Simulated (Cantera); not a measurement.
Cantera run:

```python
import numpy as np
import cantera as ct

gas_names = """
    CL CL2 H HCL H2 Si SiCL SiCL2 SiCL3 SiCL4 SiH SiHCL3 SiH2 SiH2CL2 SiH3 SiH3CL SiH4 Si2 Si3
""".split()
cond_names = """
    Si(cr) Si(L)
""".split()


def load(file, names, dense=False):
    # The tables refer to 1 bar. Condensed volumes are neglected.
    table = {s.name: s for s in ct.Species.list_from_file(file)}
    out = []
    for n in names:
        d = dict(table[n].input_data)
        d["thermo"] = dict(d["thermo"], **{"reference-pressure": 1e5})
        if dense:
            d["equation-of-state"] = {"model": "constant-volume", "density": "1e6 g/cm^3"}
        out.append(ct.Species.from_dict(d))
    return out


gas = ct.Solution(thermo="ideal-gas", species=load("nasa_gas.yaml", gas_names))
cond = {s.name: ct.Solution(thermo="fixed-stoichiometry", species=[s], name=s.name)
        for s in load("nasa_condensed.yaml", cond_names, dense=True)}
atoms = {
    'SiHCl3': {'Si': 1, 'H': 1, 'CL': 3},
    'Cl2': {'CL': 2},
    'H2': {'H': 2},
}
top_T = {}  # K; cautious upper limits of use, not melting points


def equilibrate(T, P, feed):
    n = {}
    for name, mol in feed.items():
        for a, k in atoms[name].items():
            n[a] = n.get(a, 0.0) + k * mol
    gas.TPX = T, P, n
    mass = sum(n.values()) * gas.mean_molecular_weight
    gas.equilibrate("TP")
    valid = [c for c in cond.values() if c.min_temp <= T <= top_T.get(c.name, c.max_temp)]
    mix = ct.Mixture([(gas, mass / gas.mean_molecular_weight)] + [(c, 0.0) for c in valid])
    mix.T, mix.P = T, P
    mix.equilibrate("TP", solver="vcs", rtol=1e-11, max_steps=5000)
    return mix


results = []
T = 1348  # K
P = 1900  # Pa
for m in [19, 25, 33, 44, 59, 78, 100, 140, 180, 240, 330, 430]:
    feed = {'SiHCl3': 1, 'Cl2': 0.22, 'H2': m}  # mol
    mix = equilibrate(T, P, feed)
    results.append((T, P, feed, dict(zip(mix.species_names, mix.species_moles))))
    x = sorted(zip(gas.X, gas.species_names), reverse=True)
    print(f"T = {T:g} K  P = {P:g} Pa  n(H2) = {m:g} mol  gas = {mix.phase_moles(0):.4g} mol")
    print("   x: " + "  ".join(f"{s} {v:.3e}" for v, s in x if v > 1e-06))
    print("   condensed (mol): " + ("  ".join(f"{mix.phase(i).name} {mix.phase_moles(i):.4g}"
          for i in range(1, mix.n_phases) if mix.phase_moles(i) > 1e-12) or "none"))
```

Output:

```
T = 1348 K  P = 1900 Pa  n(H2) = 19 mol  gas = 21.14 mol
   x: H2 8.757e-01  HCL 9.213e-02  SiCL2 2.720e-02  SiCL3 2.744e-03  SiCL4 1.390e-03  SiHCL3 7.498e-04  SiH2CL2 5.893e-05  H 1.571e-05  CL 1.377e-06  SiH3CL 1.317e-06
   condensed (mol): Si(cr) 0.3204
T = 1348 K  P = 1900 Pa  n(H2) = 25 mol  gas = 27.17 mol
   x: H2 8.991e-01  HCL 7.873e-02  SiCL2 1.935e-02  SiCL3 1.646e-03  SiCL4 7.032e-04  SiHCL3 4.558e-04  SiH2CL2 4.303e-05  H 1.592e-05  CL 1.162e-06  SiH3CL 1.155e-06
   condensed (mol): Si(cr) 0.397
T = 1348 K  P = 1900 Pa  n(H2) = 33 mol  gas = 35.18 mol
   x: H2 9.190e-01  HCL 6.609e-02  SiCL2 1.334e-02  SiCL3 9.420e-04  SiCL4 3.341e-04  SiHCL3 2.637e-04  SiH2CL2 3.032e-05  H 1.609e-05
   condensed (mol): Si(cr) 0.4755
T = 1348 K  P = 1900 Pa  n(H2) = 44 mol  gas = 46.19 mol
   x: H2 9.361e-01  HCL 5.425e-02  SiCL2 8.821e-03  SiCL3 5.068e-04  SiCL4 1.462e-04  SiHCL3 1.432e-04  SiH2CL2 2.043e-05  H 1.624e-05
   condensed (mol): Si(cr) 0.5547
T = 1348 K  P = 1900 Pa  n(H2) = 59 mol  gas = 61.2 mol
   x: H2 9.503e-01  HCL 4.368e-02  SiCL2 5.633e-03  SiCL3 2.586e-04  SiHCL3 7.362e-05  SiCL4 5.961e-05  H 1.636e-05  SiH2CL2 1.324e-05
   condensed (mol): Si(cr) 0.6304
T = 1348 K  P = 1900 Pa  n(H2) = 78 mol  gas = 80.21 mol
   x: H2 9.611e-01  HCL 3.508e-02  SiCL2 3.593e-03  SiCL3 1.317e-04  SiHCL3 3.771e-05  SiCL4 2.425e-05  H 1.646e-05  SiH2CL2 8.542e-06
   condensed (mol): Si(cr) 0.6955
T = 1348 K  P = 1900 Pa  n(H2) = 100 mol  gas = 102.2 mol
   x: H2 9.689e-01  HCL 2.859e-02  SiCL2 2.368e-03  SiCL3 7.047e-05  SiHCL3 2.026e-05  H 1.652e-05  SiCL4 1.053e-05  SiH2CL2 5.676e-06
   condensed (mol): Si(cr) 0.747
T = 1348 K  P = 1900 Pa  n(H2) = 140 mol  gas = 142.2 mol
   x: H2 9.772e-01  HCL 2.142e-02  SiCL2 1.318e-03  SiCL3 2.925e-05  H 1.659e-05  SiHCL3 8.445e-06  SiCL4 3.261e-06  SiH2CL2 3.185e-06
   condensed (mol): Si(cr) 0.8063
T = 1348 K  P = 1900 Pa  n(H2) = 180 mol  gas = 182.2 mol
   x: H2 9.820e-01  HCL 1.713e-02  SiCL2 8.388e-04  H 1.663e-05  SiCL3 1.486e-05  SiHCL3 4.300e-06  SiH2CL2 2.038e-06  SiCL4 1.322e-06
   condensed (mol): Si(cr) 0.8429
T = 1348 K  P = 1900 Pa  n(H2) = 240 mol  gas = 242.2 mol
   x: H2 9.863e-01  HCL 1.318e-02  SiCL2 4.944e-04  H 1.667e-05  SiCL3 6.724e-06  SiHCL3 1.950e-06  SiH2CL2 1.206e-06
   condensed (mol): Si(cr) 0.8776
T = 1348 K  P = 1900 Pa  n(H2) = 330 mol  gas = 332.2 mol
   x: H2 9.899e-01  HCL 9.797e-03  SiCL2 2.721e-04  H 1.670e-05  SiCL3 2.745e-06
   condensed (mol): Si(cr) 0.908
T = 1348 K  P = 1900 Pa  n(H2) = 430 mol  gas = 432.2 mol
   x: H2 9.922e-01  HCL 7.624e-03  SiCL2 1.644e-04  H 1.672e-05  SiCL3 1.289e-06
   condensed (mol): Si(cr) 0.9279
```

Equilibrium computed with Cantera from the NASA thermochemical tables; the gas is ideal and each condensed phase is pure. The tables' values for SiCl3 are old estimates; treat these amounts as uncertain.
